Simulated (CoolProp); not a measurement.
Ethylene along the isotherm 153.9 K: Z from the reference equation and from simpler models built on Tc = 282.4 K, pc = 5.042 MPa, ω = 0.087; each cubic takes its own stable root.

Computed with CoolProp (reference Helmholtz-energy equation of state, Smukala 2000).

| p (MPa) | phase | reference | van der Waals | Redlich-Kwong | Peng-Robinson |
|---|---|---|---|---|---|
| 3.88 | liquid | 0.1436 | 0.2183 | 0.1484 | 0.1319 |
| 7.76 | liquid | 0.2857 | 0.4315 | 0.2951 | 0.2625 |
| 11.6 | liquid | 0.4250 | 0.6386 | 0.4387 | 0.3906 |
| 15.5 | liquid | 0.5652 | 0.8459 | 0.5831 | 0.5196 |
| 19.4 | liquid | 0.7043 | 1.050 | [?] | 0.6477 |
| 23.3 | liquid | 0.8422 | 1.253 | [?] | 0.7748 |
| 27.1 | liquid | 0.9756 | 1.448 | 1.006 | 0.8980 |
| 31 | liquid | 1.112 | 1.647 | 1.146 | 1.024 |
| 34.9 | liquid | 1.247 | 1.845 | 1.286 | 1.149 |
| 38.8 | liquid | 1.381 | 2.041 | 1.424 | 1.273 |
| 42.7 | liquid | 1.514 | 2.236 | 1.562 | 1.397 |
| 46.5 | liquid | 1.643 | 2.425 | 1.696 | 1.517 |
| 50.4 | liquid | 1.775 | 2.618 | [?] | 1.640 |

### Question
Some entries are withheld; supply them.

### Answer

- 19.4, Redlich-Kwong: 0.7264
- 23.3, Redlich-Kwong: 0.8685
- 50.4, Redlich-Kwong: 1.832
